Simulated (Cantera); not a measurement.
## CH3SiH3 + C3H8 + H2 (silicon carbide growth)

Input: 1 mol CH3SiH3, 0.026 mol C3H8, 3.3 mol H2, held at 1098 K and 22.5 Torr.

These are equilibrium values from Cantera (NASA tables, ideal gas, pure condensed phases), not measurements of a reactor. Candidate condensed phases: C, C6H6, C7H8, C8H18, Si, SiC; 87 gas species. The feed counts by its element totals alone. The numbers say what is thermodynamically allowed, not how fast it happens.

```yaml
x(H2): 0.999
x(CH4): 0.00109
n(C(graphite)): 0.0710 mol
n(SiC(s)): 1.00 mol
gas_amount: 6.397 mol
log10 activity of Si(s) (absent): -3.07
```
